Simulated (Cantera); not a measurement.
Feed: 1 mol Ti(OiPr)4, 7.1 mol CH4, 230 mol H2, at 0.170 bar.

Equilibrium computed with Cantera from the NASA thermochemical tables; the gas is ideal and each condensed phase is pure. Candidate condensed phases: C, C6H6, C7H8, C8H18, H2O, Ti, TiC, TiO, TiO2, Ti2O3, Ti3O5, Ti4O7; 113 gas species. The feed counts by its element totals alone. TiC: taken at fixed stoichiometry. The numbers say what is thermodynamically allowed, not how fast it happens. All values below are at 2073 K.

Base state: H2 0.977, CO 0.0152, H 0.00631, C2H2 (acetylene) 0.00120, CH4 5.72e-5 (mole fractions); condensed: C(graphite) + TiC(s).

### Question
What changes in the equilibrium state with this change: pressure from 0.170 bar to 0.00660 bar?

### Answer
```tsv
species	before	after
H2	0.977	0.952
H	0.00631	0.0316
CO	0.0152	0.0150
CH4	5.72e-5	2.11e-6
C2H2 (acetylene)	0.00120	0.00117
C(graphite), mol	13.5	13.5
TiC(s), mol	1.000	1.000
```
